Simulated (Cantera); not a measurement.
**Ignition delay**

Mixture: 5.49 % CH4, 3.62 % H2, 16.8 % O2, 74.1 % N2, equivalence ratio 0.76, at 1880 Torr, adiabatic and at constant pressure. Ignition delay is the time to a rise of 400 K.

Cantera simulation using GRI-Mech 3.0 (53 species, 325 reactions); the numbers are that mechanism's predictions, not measurements.

| T0 (K) | delay (ms) |
|---|---|
| 1298 | 0.358 |
| 1348 | 0.247 |
| 1398 | 0.175 |
| 1448 | 0.126 |
| 1498 | 0.0926 |
| 1548 | 0.0694 |
| 1598 | 0.0529 |
| 1648 | 0.0410 |
| 1698 | 0.0323 |
| 1748 | 0.0257 |

```
Property                                                Result
--------------------------------------------------  ----------
apparent activation energy between 1648 and 1748 K  110 kJ/mol
```
